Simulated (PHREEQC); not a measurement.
Dissolve 3.8 mol/kgw H2SO4 and 2.8 mol/kgw KBr at 25 °C. Closed to the air; pH follows from the charge balance.

Computed with PHREEQC (Pitzer model, pitzer.dat).

Task: The ionic strength comes out as 6.71 mol/kgw. What activity coefficients do SO4-2, Br-, H+, K+, HSO4- get?

Result: SO4-2 0.0060, Br- 0.73, H+ 15, K+ 0.78, HSO4- 0.49. Single-ion values are on the MacInnes scale.

This is a speciation only: nothing precipitates in the calculation. In brines, pH and single-ion activities rest on the MacInnes convention.
